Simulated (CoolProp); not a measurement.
Vapour-liquid equilibrium of benzene (1) + p-xylene (2) at 462.6 K; x and y are mole fractions of (1).

Computed with CoolProp (multi-fluid Helmholtz-energy mixture model, Thol 2012 and Zhou 2012; pair parameters Bell 2016).

Give the bubble pressure and the first vapour's composition at x = 0.2, 0.35, 0.5. Is there an azeotrope?

x = 0.2: 0.4893 MPa, y = 0.426; x = 0.35: 0.6134 MPa, y = 0.615; x = 0.5: 0.7427 MPa, y = 0.746. No azeotrope shows between x = 0.05 and 0.95.

The pair parameters rest on a limited set of measurements; away from them the model extrapolates.
